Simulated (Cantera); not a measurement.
A perfectly stirred reactor is fed with CO : H₂ : CH₄ : O₂ : N₂ = 1 : 0.12 : 0.044 : 0.982 : 3.69 (molar parts), at 630000 Pa; it is adiabatic with a 598 K inlet, and is followed from long to short residence time, starting on the burning branch (τ in s: 0.02, 0.012, 0.0073, 0.0044, 0.0026, 0.0016, 0.00094, 0.00056, 0.00034, 0.0002, 0.00012, 7.2e-05, 4.3e-05).

Model: GRI-Mech 3.0 (53 species, 325 reactions), integrated in Cantera.

Task: What does this change do: O2 0.982 to 1.3 parts?

Result: 
```
quantity                                                                          before                                   after
------------------------------------------------  --------------------------------------  --------------------------------------
blow-out, bracketed by the residence times tried  burning at 43.0 µs, the shortest tried  burning at 43.0 µs, the shortest tried
x(CO) at τ = 20.0 ms                                                             0.00354                                 0.00177
x(H₂) at τ = 20.0 ms                                                            0.000122                                 5.84e-5
x(CH₄) at τ = 20.0 ms                                                            4.23e-7                                 4.80e-7
x(HO₂) at τ = 20.0 ms                                                            2.95e-6                                 3.60e-6
x(H₂O₂) at τ = 20.0 ms                                                           9.91e-8                                 1.06e-7
x(CO) at τ = 0.940 ms                                                             0.0133                                 0.00855
x(H₂) at τ = 0.940 ms                                                           0.000427                                0.000237
x(CH₄) at τ = 0.940 ms                                                           4.13e-6                                 4.40e-6
x(HO₂) at τ = 0.940 ms                                                           7.35e-6                                 8.77e-6
x(H₂O₂) at τ = 0.940 ms                                                          1.91e-7                                 2.07e-7
```

Task: What does this change do: pressure from 630000 Pa to 97000 Pa?

Result: 
```csv
quantity,before,after
"blow-out, bracketed by the residence times tried","burning at 43.0 µs, the shortest tried","burning at 0.120 ms, out at 72.0 µs"
x(CO) at τ = 20.0 ms,0.00354,0.0149
x(H₂) at τ = 20.0 ms,0.000122,0.000565
x(CH₄) at τ = 20.0 ms,4.23e-7,9.62e-7
x(HO₂) at τ = 20.0 ms,2.95e-6,2.03e-6
x(H₂O₂) at τ = 20.0 ms,9.91e-8,4.53e-8
x(CO) at τ = 0.940 ms,0.0133,0.0439
x(H₂) at τ = 0.940 ms,0.000427,0.00192
x(CH₄) at τ = 0.940 ms,4.13e-6,9.24e-6
x(HO₂) at τ = 0.940 ms,7.35e-6,9.80e-6
x(H₂O₂) at τ = 0.940 ms,1.91e-7,2.12e-7
```
